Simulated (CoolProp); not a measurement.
Values from CoolProp's reference Helmholtz-energy equation of state, Tillner-Roth 1997.

**Question.** For CH2F2 (R32), give the phase and the density (kg/m³), cp (kJ/(kg K)), Joule-Thomson coefficient (K/MPa), isothermal compressibility (1/MPa) at 383 K and 10.5 bar; 357.6 K and 139 bar; 193.8 K and 0.557 bar.

**Answer.** 
- 383 K and 10.5 bar: gas; density 18.1, cp 1.04, Joule-Thomson coefficient 11.2, isothermal compressibility 1.01
- 357.6 K and 139 bar: supercritical; density 786, cp 2.18, Joule-Thomson coefficient 0.773, isothermal compressibility 0.0164
- 193.8 K and 0.557 bar: liquid; density 1290, cp 1.56, Joule-Thomson coefficient -0.304, isothermal compressibility 0.00101
